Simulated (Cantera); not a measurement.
# Gas-phase reforming

An isothermal, constant-pressure homogeneous reactor starts with 23.8 % CH₄, 76.2 % CO₂, at 1850 K and 100.0 Torr.

Model: GRI-Mech 3.0 (53 species, 325 reactions), integrated in Cantera.

| t (s) | x CH₄ | x CO₂ | x HO₂ | x C₂H | x C₂H₂ | x CH₂O |
|---|---|---|---|---|---|---|
| 0.000400 | 0.230 | 0.759 | 1.57e-12 | 6.67e-9 | 0.000107 | 6.32e-5 |
| 0.00116 | 0.191 | 0.735 | 4.95e-12 | 2.25e-7 | 0.00592 | 0.000229 |
| 0.00336 | 0.110 | 0.646 | 1.32e-11 | 1.03e-6 | 0.0415 | 0.000137 |
| 0.00975 | 0.0446 | 0.504 | 2.48e-11 | 1.76e-6 | 0.0683 | 7.97e-5 |
| 0.0283 | 0.00879 | 0.344 | 4.44e-11 | 2.83e-6 | 0.0701 | 5.28e-5 |
| 0.0820 | 0.00421 | 0.252 | 3.22e-11 | 1.58e-6 | 0.0379 | 1.89e-5 |
| 0.238 | 0.00205 | 0.189 | 1.72e-11 | 2.91e-7 | 0.00847 | 4.30e-6 |
| 0.690 | 5.90e-5 | 0.170 | 1.53e-11 | 3.13e-9 | 9.30e-5 | 9.97e-8 |
| 2.00 | 1.69e-11 | 0.170 | 2.17e-11 | <1e-12 | <1e-12 | 3.84e-9 |
x: mole fraction; the columns are a selection and need not sum to one.

Equilibrium at this temperature and pressure: CH₄ 1.82e-11, CO₂ 0.170, HO₂ 2.17e-11, C₂H <1e-12, C₂H₂ <1e-12, CH₂O 3.84e-9 (gas phase only).
